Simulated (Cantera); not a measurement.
## Al(CH₃)₃ + O₂ + N₂ (aluminium nitride and oxide growth)

Feed: 1 mol Al(CH₃)₃, 0.5 mol O₂, 13 mol N₂, held at 0.000760 bar.

Equilibrium computed with Cantera from the NASA thermochemical tables; the gas is ideal and each condensed phase is pure. Candidate condensed phases: Al, AlN, Al₂O₃, C, C₆H₆, C₇H₈, C₈H₁₈, H₂O; 148 gas species. The feed counts by its element totals alone. Equilibrium is a limit: real reactors are often held back by kinetics, nucleation or transport.

```csv
T (K),log p N₂,log p H₂,log p CO,log p H,log p HCN,n AlN(s),n C(graphite)
1300,-3.28,-3.72,-4.37,-7.82,-7.18,1.00,2.00
1350,-3.28,-3.72,-4.37,-7.48,-6.99,1.00,2.00
1400,-3.28,-3.72,-4.37,-7.17,-6.80,1.000,2.00
1450,-3.28,-3.72,-4.37,-6.89,-6.63,1.000,1.99
1500,-3.28,-3.72,-4.37,-6.62,-6.48,1.000,1.99
1550,-3.28,-3.72,-4.37,-6.36,-6.33,1.000,1.99
1600,-3.28,-3.72,-4.37,-6.13,-6.19,0.998,1.98
1650,-3.28,-3.72,-4.38,-5.90,-6.06,0.993,1.98
1700,-3.28,-3.73,-4.38,-5.69,-5.94,0.974,1.97
```
log p: log10 of the partial pressure in bar; n: condensed amount in mol.

From 1300 K to 1700 K the condensed part is AlN(s) + C(graphite).
